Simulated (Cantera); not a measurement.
Transport properties of process gases

Gas mixture: N₂ : H₂ = 0.15 : 0.93 (molar parts), at 0.120 Torr, frozen composition.

Cantera's kinetic-theory transport with the Lennard-Jones parameters of GRI-Mech 3.0, ideal gas; thermal conductivity in the mixture-averaged form.

| T (K) | ρ (kg/m³) | cp (J/kg/K) | μ (µPa s) | λ (mW/m/K) | Pr | D (cm²/s) NH₃ | D (cm²/s) CH₃ | D (cm²/s) H₂ |
|---|---|---|---|---|---|---|---|---|
| 400 | 2.71e-5 | 5204 | 16.5 | 163 | 0.527 | 6330 | 5790 | 8030 |
| 650 | 1.67e-5 | 5230 | 22.9 | 228 | 0.525 | 15000 | 13200 | 18100 |
| 900 | 1.20e-5 | 5380 | 28.3 | 289 | 0.527 | 26200 | 22800 | 31100 |
| 1150 | 9.42e-6 | 5538 | 33.1 | 349 | 0.525 | 39700 | 34200 | 46700 |
| 1400 | 7.73e-6 | 5726 | 37.6 | 409 | 0.526 | 55300 | 47400 | 64700 |
| 1650 | 6.56e-6 | 5905 | 41.9 | 469 | 0.527 | 72800 | 62300 | 84900 |
| 1900 | 5.70e-6 | 6070 | 45.8 | 527 | 0.529 | 92100 | 78700 | 107000 |
| 2150 | 5.04e-6 | 6217 | 49.7 | 583 | 0.529 | 113000 | 96600 | 132000 |
| 2400 | 4.51e-6 | 6345 | 53.3 | 638 | 0.530 | 136000 | 116000 | 158000 |
D: mixture-averaged diffusion coefficient of that species in the mixture.
